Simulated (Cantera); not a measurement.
Feed: 1 mol Fe2O3, 4.8 mol O2, 0.54 mol H2O, held at 875 K and 7.50 Torr.

Method: chemical equilibrium by Gibbs-energy minimisation in Cantera with the NASA 1993 tables (ideal gas, pure condensed phases). Candidate condensed phases: Fe, FeO, Fe(OH)2, Fe(OH)3, Fe2O3, Fe3O4, H2O; 12 gas species. Rates play no part.

Base state: O2 0.899, H2O 0.101 (mole fractions); condensed: Fe2O3(s).

What changes in the equilibrium state with this change: 0.031 mol Cl2 added?


```tsv
species	before	after
O2	0.899	0.894
H2O	0.101	0.0946
HCl	0	0.0113
Cl2	0	0.000118
Fe2O3(s), mol	1.00	1.00
```
Condensed phases not in the tables: FeOCl. Further candidate phases: FeCl2, FeCl3.
